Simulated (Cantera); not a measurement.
Cantera with NASA thermochemical tables; ideal gases at 1 bar, condensed phases pure. Values are per mole of reaction as written; species without (g) are pure solids or liquids, kept so even where they would boil at 1 bar.

1.2 Ti + O₂(g) ⇌ 0.4 Ti₃O₅

```json
[
 {"T (K)": "1148", "ΔH° (kJ)": "…", "ΔS° (J/K)": "…", "ΔG° (kJ)": "…", "log10 K": "…", "condensed phases": "Ti(α), Ti₃O₅(s)"},
 {"T (K)": "1198", "ΔH° (kJ)": "-974.8", "ΔS° (J/K)": "-169.9", "ΔG° (kJ)": "-771.3", "log10 K": "33.63", "condensed phases": "Ti(β), Ti₃O₅(s)"},
 {"T (K)": "1248", "ΔH° (kJ)": "-973.9", "ΔS° (J/K)": "-169.2", "ΔG° (kJ)": "-762.8", "log10 K": "31.93", "condensed phases": "Ti(β), Ti₃O₅(s)"},
 {"T (K)": "1298", "ΔH° (kJ)": "-973.0", "ΔS° (J/K)": "-168.5", "ΔG° (kJ)": "-754.4", "log10 K": "30.36", "condensed phases": "Ti(β), Ti₃O₅(s)"},
 {"T (K)": "1348", "ΔH° (kJ)": "…", "ΔS° (J/K)": "…", "ΔG° (kJ)": "…", "log10 K": "…", "condensed phases": "Ti(β), Ti₃O₅(s)"},
 {"T (K)": "1398", "ΔH° (kJ)": "…", "ΔS° (J/K)": "…", "ΔG° (kJ)": "…", "log10 K": "…", "condensed phases": "Ti(β), Ti₃O₅(s)"},
 {"T (K)": "1448", "ΔH° (kJ)": "-970.3", "ΔS° (J/K)": "-166.5", "ΔG° (kJ)": "-729.2", "log10 K": "26.31", "condensed phases": "Ti(β), Ti₃O₅(s)"},
 {"T (K)": "1498", "ΔH° (kJ)": "-969.4", "ΔS° (J/K)": "-165.9", "ΔG° (kJ)": "-720.9", "log10 K": "25.14", "condensed phases": "Ti(β), Ti₃O₅(s)"},
 {"T (K)": "1548", "ΔH° (kJ)": "-968.6", "ΔS° (J/K)": "-165.3", "ΔG° (kJ)": "-712.6", "log10 K": "24.05", "condensed phases": "Ti(β), Ti₃O₅(s)"},
 {"T (K)": "1598", "ΔH° (kJ)": "…", "ΔS° (J/K)": "…", "ΔG° (kJ)": "…", "log10 K": "…", "condensed phases": "Ti(β), Ti₃O₅(s)"}
]
```

Some entries are withheld; supply them.


- 1148, ΔH° (kJ): -971.0
- 1148, ΔS° (J/K): -166.6
- 1148, ΔG° (kJ): -779.8
- 1148, log10 K: 35.48
- 1348, ΔH° (kJ): -972.1
- 1348, ΔS° (J/K): -167.8
- 1348, ΔG° (kJ): -746.0
- 1348, log10 K: 28.90
- 1398, ΔH° (kJ): -971.2
- 1398, ΔS° (J/K): -167.1
- 1398, ΔG° (kJ): -737.6
- 1398, log10 K: 27.56
- 1598, ΔH° (kJ): -967.7
- 1598, ΔS° (J/K): -164.8
- 1598, ΔG° (kJ): -704.4
- 1598, log10 K: 23.02
